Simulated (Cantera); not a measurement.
A closed system holds: 1 mol BN, 0.016 mol N2, at 2875 K and 12.0 mbar.

Method: chemical equilibrium by Gibbs-energy minimisation in Cantera with the NASA 1993 tables (ideal gas, pure condensed phases). Candidate condensed phases: B, BN; 5 gas species. Equilibrium is a limit: real reactors are often held back by kinetics, nucleation or transport.

Base state: N2 0.833, B 0.163, BN 0.00361, B2 0.000109, N 5.01e-5 (mole fractions); condensed: B(l).

Q: What changes in the equilibrium state with this change: temperature from 2875 K to 2198 K?

A: 
```tsv
species	before	after
N2	0.833	1.000
B	0.163	8.42e-5
BN	0.00361	6.30e-6
B2	0.000109	1.32e-9
N	5.01e-5	1.11e-7
B(l), mol	0.897	0
BN(s), mol	0	1.000
```

Q: What changes in the equilibrium state with this change: temperature from 2875 K to 2650 K?

A: 
```json
[
 {"species": "N2", "before": "0.833", "after": "0.971"},
 {"species": "B", "before": "0.163", "after": "0.0280"},
 {"species": "BN", "before": "0.00361", "after": "0.000914"},
 {"species": "B2", "before": "0.000109", "after": "9.24e-6"},
 {"species": "N", "before": "5.01e-5", "after": "9.76e-6"},
 {"species": "B(l), mol", "before": "0.897", "after": "0.985"}
]
```
